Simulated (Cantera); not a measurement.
Charge: 1 mol SiH₂Cl₂, 0.0067 mol Cl₂, 15 mol H₂, equilibrated at 1275 °C and 1.00 bar.

Method: chemical equilibrium by Gibbs-energy minimisation in Cantera with the NASA 1993 tables (ideal gas, pure condensed phases). Candidate condensed phases: Si; 19 gas species. The tables' values for SiCl₃ are old estimates; treat these amounts as uncertain. The numbers say what is thermodynamically allowed, not how fast it happens.

Base state: H₂ 0.909, HCl 0.0688, SiCl₂ 0.0173, SiCl₃ 0.00231, SiHCl₃ 0.00139, SiCl₄ 0.000863, SiH₂Cl₂ 0.000366, H 2.94e-5 (mole fractions); condensed: Si(s).

### Question
What changes in the equilibrium state with this change: H₂ from 15 to 3.3 mol?

### Answer
```
species       before    after
----------  --------  -------
H₂             0.909    0.768
HCl           0.0688    0.124
SiCl₂         0.0173   0.0666
SiCl₄       0.000863   0.0127
SiCl₃        0.00231   0.0174
SiHCl₃       0.00139  0.00964
SiH₂Cl₂     0.000366  0.00119
SiH₃Cl       2.85e-5  4.34e-5
H            2.94e-5  2.70e-5
Si(s), mol     0.622    0.447
```
